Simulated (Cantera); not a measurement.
Input: 1 mol HCl, 0.069 mol H2O, at 3098 K and 17.3 Torr.

Cantera equilibrium calculation (NASA polynomials, part measured and part estimated; ideal gas, pure solids and liquids). Candidate condensed phases: H2O; 14 gas species. Equilibrium is a limit: real reactors are often held back by kinetics, nucleation or transport.

Base state: Cl 0.427, H 0.356, HCl 0.115, H2 0.0652, O 0.0249, OH 0.00752, H2O 0.00386, O2 0.000578 (mole fractions); condensed: gas only.

What changes in the equilibrium state with this change: H2O from 0.069 to 0.6 mol?


| species | before | after |
|---|---|---|
| H | 0.356 | 0.401 |
| Cl | 0.427 | 0.253 |
| O | 0.0249 | 0.113 |
| O2 | 0.000578 | 0.0120 |
| H2O | 0.00386 | 0.0223 |
| OH | 0.00752 | 0.0386 |
| HCl | 0.115 | 0.0771 |
| H2 | 0.0652 | 0.0827 |
| Cl2 | 3.30e-5 | 1.16e-5 |
| ClO | 1.35e-5 | 3.65e-5 |
